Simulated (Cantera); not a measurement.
A closed system holds: 1 mol BaF2, a varied amount of H2O, 6.4 mol N2, equilibrated at 1800 °C and 0.770 bar.

Equilibrium computed with Cantera from the NASA thermochemical tables; the gas is ideal and each condensed phase is pure. Candidate condensed phases: Ba, BaF2, BaO, Ba(OH)2, H2O; 45 gas species. Mutual solubility and eutectic melting of coexisting phases are not modelled. The numbers say what is thermodynamically allowed, not how fast it happens.

Task: At 2 mol H2O, list the 5 most abundant gas species with their mole fractions, and the condensed phases.

Result: N2 0.710, H2O 0.201, BaF2 0.0551, HF 0.0203, Ba(OH)2 0.00636. Condensed: BaF2(l) + BaO(s).
